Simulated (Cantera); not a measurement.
An isothermal, constant-pressure homogeneous reactor starts with CH₂O : O₂ : N₂ = 0.0026 : 0.005 : 1 (molar parts), equivalence ratio 0.52, at 1275 K and 2.86 atm. Integrator tolerance rtol = 1e-08.

Model: GRI-Mech 3.0 (53 species, 325 reactions), integrated in Cantera.

Question: What does this change do: CH2O 0.0026 to 0.01 parts?

Answer: 
```json
[
 {"quantity": "x(CH₂O) at 4.00 s", "before": "<1e-12 (gas-phase equilibrium <1e-12)", "after": "3.26e-11 (gas-phase equilibrium 3.25e-11)"},
 {"quantity": "x(O₂) at 4.00 s", "before": "0.00238 (gas-phase equilibrium 0.00236)", "after": "<1e-12 (gas-phase equilibrium <1e-12)"},
 {"quantity": "x(CO₂) at 4.00 s", "before": "0.00258 (gas-phase equilibrium 0.00258)", "after": "0.00415 (gas-phase equilibrium 0.00428)"},
 {"quantity": "x(OH) at 4.00 s", "before": "3.21e-7 (gas-phase equilibrium 3.14e-7)", "after": "2.43e-9 (gas-phase equilibrium 4.28e-10)"},
 {"quantity": "x(NO) at 4.00 s", "before": "2.83e-7 (gas-phase equilibrium 4.01e-5)", "after": "6.44e-8 (gas-phase equilibrium 3.45e-11)"},
 {"quantity": "x(CO) at 4.00 s", "before": "3.04e-9 (gas-phase equilibrium 2.88e-9)", "after": "0.00566 (gas-phase equilibrium 0.00552)"},
 {"quantity": "x(HO₂) at 4.00 s", "before": "2.22e-10 (gas-phase equilibrium 2.13e-10)", "after": "<1e-12 (gas-phase equilibrium <1e-12)"}
]
```

Question: What does this change do: temperature 1275 to 1550 K?

Answer: 
```csv
quantity,before,after
x(CH₂O) at 4.00 s,<1e-12 (gas-phase equilibrium <1e-12),<1e-12 (gas-phase equilibrium <1e-12)
x(O₂) at 4.00 s,0.00238 (gas-phase equilibrium 0.00236),0.00238 (gas-phase equilibrium 0.00229)
x(CO₂) at 4.00 s,0.00258 (gas-phase equilibrium 0.00258),0.00258 (gas-phase equilibrium 0.00258)
x(OH) at 4.00 s,3.21e-7 (gas-phase equilibrium 3.14e-7),4.80e-6 (gas-phase equilibrium 4.75e-6)
x(NO) at 4.00 s,2.83e-7 (gas-phase equilibrium 4.01e-5),3.25e-6 (gas-phase equilibrium 0.000183)
x(CO) at 4.00 s,3.04e-9 (gas-phase equilibrium 2.88e-9),3.16e-7 (gas-phase equilibrium 3.22e-7)
x(HO₂) at 4.00 s,2.22e-10 (gas-phase equilibrium 2.13e-10),1.99e-9 (gas-phase equilibrium 1.94e-9)
```
